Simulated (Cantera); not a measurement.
A closed system holds: 1 mol CuO, 6.9 mol CO, 4.6 mol N2, at 1123 K and 3.30 Torr.

Method: chemical equilibrium by Gibbs-energy minimisation in Cantera with the NASA 1993 tables (ideal gas, pure condensed phases). Candidate condensed phases: C, Cu, CuO, Cu2O; 27 gas species. Rates play no part.

Base state: CO 0.513, N2 0.400, CO2 0.0870 (mole fractions); condensed: Cu(s).

What changes in the equilibrium state with this change: temperature from 1123 K to 1875 K?


```csv
species,before,after
CO,0.513,0.472
N2,0.400,0.368
CO2,0.0870,0.0800
Cu,2.85e-7,0.0799
Cu2,<1e-9,5.90e-5
"Cu(s), mol",1.000,0
```

What changes in the equilibrium state with this change: CuO replaced by PbO?


```csv
species,before,after
CO,0.513,0.492
N2,0.400,0.383
CO2,0.0870,0.0833
Pb,0,0.0415
"Cu(s), mol",1.000,0
"Pb(l), mol",0,0.502
```
Further candidate phases: Pb, PbO, PbO2, Pb3O4.
